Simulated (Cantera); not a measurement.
What does this Cantera script print?

```python
import numpy as np
import cantera as ct

gas_names = """
    F F2 N NF NF2 NF3 N2 Si SiF SiF2 SiF3 SiF4 SiN Si2 Si2N Si3
""".split()
cond_names = """
    Si(cr) Si(L) Si3N4(a)
""".split()


# ... load() reads the species with a 1 bar reference pressure and builds the phases ...
atoms = {
    'Si': {'Si': 1},
    'NF3': {'N': 1, 'F': 3},
}
top_T = {'Si3N4(a)': 2400}  # K; cautious upper limits of use, not melting points


# ... equilibrate(T, P, feed) seeds the gas with the atoms and calls Mixture.equilibrate('TP', solver="vcs", rtol=1e-11, max_steps=5000) ...
results = []
T = 1373.15  # K
P = 9500  # Pa
for m in [0.7, 0.79, 0.9, 1, 1.2, 1.3, 1.5, 1.7, 1.9, 2.2, 2.5, 2.8, 3.2]:
    feed = {'Si': 1, 'NF3': m}  # mol
    mix = equilibrate(T, P, feed)
    results.append((T, P, feed, dict(zip(mix.species_names, mix.species_moles))))

top = {s: max(r[3][s] / sum(r[3][g] for g in gas_names) for r in results) for s in gas_names}
cols = sorted((s for s in top if top[s] > 1e-05), key=lambda s: -top[s])[:6]
seen = [c for c in cond_names if any(r[3].get(c, 0) > 1e-12 for r in results)]
print("log10 of partial pressures in bar; condensed amounts in mol")
print(f"{'n(NF3)':>10s}" + "".join(f"{s[:9]:>10s}" for s in cols + seen))
for T, P, feed, n in results:
    ng = sum(n[g] for g in gas_names)
    print(f"{feed['NF3']:10.4g}" + "".join(f"{np.log10(max(n[s] / ng * P / 1e5, 1e-99)):10.3f}" for s in cols)
          + "".join(f"{n.get(c, 0):10.4g}" for c in seen))
```

Result:

```
log10 of partial pressures in bar; condensed amounts in mol
    n(NF3)      SiF4         F        N2        F2      SiF3      SiF2  Si3N4(a)
       0.7    -1.058   -13.032    -2.229   -26.398    -2.792    -4.666    0.1575
      0.79    -1.112   -12.971    -1.783   -26.277    -2.907    -4.841     0.135
       0.9    -1.158   -12.954    -1.611   -26.243    -2.970    -4.922    0.1075
         1    -1.189   -12.949    -1.534   -26.232    -3.006    -4.963   0.08237
       1.2    -1.231   -12.946    -1.451   -26.226    -3.052    -5.011   0.03219
       1.3    -1.246   -12.945    -1.427   -26.225    -3.067    -5.027  0.007093
       1.5    -1.374    -1.683    -1.498    -3.700   -14.457   -27.679         0
       1.7    -1.490    -1.462    -1.560    -3.258   -14.794   -28.237         0
       1.9    -1.581    -1.367    -1.603    -3.069   -14.980   -28.518         0
       2.2    -1.689    -1.294    -1.648    -2.922   -15.161   -28.773         0
       2.5    -1.775    -1.253    -1.678    -2.841   -15.288   -28.940         0
       2.8    -1.847    -1.227    -1.701    -2.789   -15.386   -29.065         0
       3.2    -1.928    -1.204    -1.724    -2.743   -15.490   -29.191         0
```

Equilibrium computed with Cantera from the NASA thermochemical tables; the gas is ideal and each condensed phase is pure. The tables' values for SiF3, SiF2 are old estimates; treat these amounts as uncertain.
